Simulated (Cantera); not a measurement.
Mixture: H2 : O2 : N2 = 1 : 1 : 3.76 (molar parts), at 2000000 Pa, adiabatic and at constant pressure. Ignition delay is the time to a rise of 400 K.

Detailed kinetics in Cantera: the H2/O2 subset of GRI-Mech 3.0, which has no nitrogen chemistry. The hydrogen kinetics of GRI-Mech 3.0 are dated; newer H2 mechanisms differ, most at raised pressure. The pressure lies above the range GRI-Mech 3.0 was tuned for (to about 10 atm). Below about 950 K walls govern HO2 and H2O2 in real vessels.

Question: What does this change do: pressure from 2000000 Pa to 920000 Pa?

Answer: 
```
quantity           before     after
---------------  --------  --------
delay at 900 K    0.107 s   0.173 s
delay at 975 K    15.9 ms   23.7 ms
delay at 1050 K   3.01 ms   3.84 ms
delay at 1125 K  0.661 ms  0.617 ms
delay at 1200 K  0.153 ms   51.4 µs
delay at 1275 K   30.6 µs   7.04 µs
delay at 1350 K   4.27 µs   3.62 µs
```

Question: What does this change do: constant volume in place of constant pressure?

Answer: 
```json
[
 {"quantity": "delay at 900 K", "before": "0.107 s", "after": "97.2 ms"},
 {"quantity": "delay at 975 K", "before": "15.9 ms", "after": "14.5 ms"},
 {"quantity": "delay at 1050 K", "before": "3.01 ms", "after": "2.78 ms"},
 {"quantity": "delay at 1125 K", "before": "0.661 ms", "after": "0.620 ms"},
 {"quantity": "delay at 1200 K", "before": "0.153 ms", "after": "0.145 ms"},
 {"quantity": "delay at 1275 K", "before": "30.6 µs", "after": "29.6 µs"},
 {"quantity": "delay at 1350 K", "before": "4.27 µs", "after": "4.13 µs"},
 {"quantity": "apparent activation energy between 1200 and 1350 K", "before": "320 kJ/mol", "after": "320 kJ/mol"}
]
```
